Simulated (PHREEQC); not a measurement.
A column of 1 m (30 cells, dispersivity 0.035 m, 3600 s a shift, diffusion coefficient 3e-10 m²/s) holds 0.0017 eq of the database's cation exchanger X per kg of pore water, first in equilibrium with 0.049 mol/kgw MgSO4, 0.00051 mol/kgw NaCl, 0.0007 mol/kgw ZnSO4 and 1e-05 mol/kgw HCl. It is flushed with 0.00044 mol NaCl, 0.00055 mol CaCl2 and 1e-05 mol HCl per kg of water, at 25 °C. Values are for the last cell. No CO2 enters from the air. Nothing may precipitate in this run.

Base run: PHREEQC, ion-association model, phreeqc.dat. Each further column changes one thing. The table gives Ca in solution (mol/kgw).

```tsv
pore volumes	base	exchange capacity from 0.0017 to 0.00085 eq/kgw	dispersivity from 0.035 to 0.07 m
0	0	0	0
0.85	0.000106	0.000134	0.000159
1.683	7.23e-5	0.000192	0.000199
2.517	0.000177	0.000445	0.000175
3.35	0.000467	0.000544	0.000364
4.183	0.000540	0.000550	0.000496
5.017	0.000549	0.000550	0.000536
```
